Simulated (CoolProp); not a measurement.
Properties of propylene along the isotherm 356.7 K (Tc = 364.2 K, pc = 4.555 MPa, ω = 0.146).

The numbers come from the reference Helmholtz-energy equation of state, Lemmon 2013 in CoolProp.

```tsv
p (MPa)	phase	Z	cv (kJ/(kg K))	expansivity (1/kK)	conductivity (mW/(m K))	fugacity coefficient
1.27	gas	0.8895	1.601	4.042	25.3	0.8994
2.53	gas	0.7540	1.678	6.903	28.9	0.8013
3.8	gas	0.5348	1.884	26.27	41.7	0.6994
5.06	liquid	0.1876	1.790	11.34	83.5	0.5602
6.33	liquid	0.2234	1.763	7.766	87.1	0.4688
7.59	liquid	0.2594	1.749	6.222	89.9	0.4084
8.86	liquid	0.2954	1.742	5.310	92.4	0.3652
10.1	liquid	0.3302	1.737	4.710	94.5	0.3338
11.4	liquid	0.3663	1.733	4.252	96.5	0.3084
```

Thermal conductivity comes from a separate model (Huber 2003), an estimate that may be off by 10 % or more.
